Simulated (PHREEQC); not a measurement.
1.6 g of hydrous ferric oxide (600 m²/g; 0.2 weak and 0.005 strong sites per Fe, Dzombak-Morel constants, diffuse double layer) in 1 kg of water with 0.05 mol/kgw of an inert sodium salt and 0.015 mmol/kgw NiCl2 and 0.008 mmol/kgw ZnCl2, at 25 °C; the pH is set by adding NaOH or the inert anion's acid. Oxygen is held at 0.21 atm. CO2 from the air is kept out. No solid was allowed to form.

Equilibrium calculation in PHREEQC: ion-association model, wateq4f.dat.

| pH | Ni sorbed (%) | Zn sorbed (%) | surface charge σ (C/m²) | surface potential ψ (mV) |
|---|---|---|---|---|
| 3 | 0.0 | 0.0 | 0.358 | 168 |
| 3.5 | 0.0 | 0.0 | 0.336 | 166 |
| 4 | 0.0 | 0.2 | 0.295 | 159 |
| 4.5 | 0.3 | 1.4 | 0.240 | 149 |
| 5.5 | 15.4 | 44.2 | 0.131 | 118 |
| 6 | 54.9 | 84.2 | 0.090 | 100 |
| 6.5 | 89.6 | 97.4 | 0.058 | 79 |
| 7 | 98.5 | 99.7 | 0.035 | 56 |
| 7.5 | 99.8 | 100.0 | 0.017 | 32 |
| 8 | 100.0 | 100.0 | 0.003 | 6 |
| 8.5 | 100.0 | 100.0 | -0.010 | -19 |
| 9.5 | 100.0 | 100.0 | -0.046 | -68 |
| 10 | 100.0 | 100.0 | -0.073 | -90 |
| 10.5 | 100.0 | 100.0 | -0.110 | -110 |
| 11 | 100.0 | 100.0 | -0.157 | -127 |

The oxide is taken as insoluble; below pH 4 it would dissolve.
